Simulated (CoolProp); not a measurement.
A simple Rankine cycle with neopentane: condensing at 296.15 K, boiler at 2.32 MPa, turbine inlet 549 K, turbine efficiency 0.65, pump efficiency 0.6, no recuperator. Each further row changes one setting.

Model: reference Helmholtz-energy equation of state, Lemmon 2006, in CoolProp. It is a short technical equation, of lower accuracy than the large ones.

```csv
case,thermal efficiency (%),net work (kJ/kg),heat in (kJ/kg),turbine exit temperature (K),volume ratio over the turbine
as stated,10.8,91.9,848,503.4,14.8
condensing temperature 288.15 K,11.7,101,867,499.6,19.2
boiler pressure 1.62 MPa,9.6,82.7,859,511.0,10.1
turbine efficiency 0.55,9.1,76.8,848,509.2,15.0
```
